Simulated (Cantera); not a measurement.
Charge: 1 mol SiHCl3, 22 mol N2, held at 1450 K and 90.0 Pa.

Method: chemical equilibrium by Gibbs-energy minimisation in Cantera with the NASA 1993 tables (ideal gas, pure condensed phases). Candidate condensed phases: NH4Cl, Si, Si3N4; 28 gas species. The tables' values for SiCl3 are old estimates; treat these amounts as uncertain. Equilibrium is a limit: real reactors are often held back by kinetics, nucleation or transport.

Base state: N2 0.919, SiCl2 0.0379, HCl 0.0369, SiCl3 0.00297, H2 0.00242, SiCl4 0.000848, Cl 0.000193, H 1.55e-5 (mole fractions); condensed: gas only.

What changes in the equilibrium state with this change: N2 from 22 to 54 mol?


```csv
species,before,after
N2,0.919,0.965
SiCl2,0.0379,0.0166
HCl,0.0369,0.0163
SiCl4,0.000848,0.000221
H2,0.00242,0.000792
```

What changes in the equilibrium state with this change: N2 from 22 to 3.6 mol?


```
species    before     after
-------  --------  --------
N2          0.919     0.654
SiCl2      0.0379     0.155
HCl        0.0369     0.147
H2        0.00242    0.0171
SiCl3     0.00297    0.0183
SiHCl3    4.79e-6   7.84e-5
SiCl4    0.000848   0.00784
H         1.55e-5   4.12e-5
Cl       0.000193  0.000289
```

What changes in the equilibrium state with this change: temperature from 1450 K to 1798.15 K?


```
species    before     after
-------  --------  --------
N2          0.919     0.914
SiCl2      0.0379    0.0408
HCl        0.0369    0.0354
Cl       0.000193   0.00607
Si        7.47e-8   9.94e-5
SiCl4    0.000848   7.01e-6
SiCl      1.91e-6  0.000176
H         1.55e-5  0.000617
SiCl3     0.00297  0.000420
```
The tables' values for SiCl3, SiCl are old estimates; treat these amounts as uncertain.
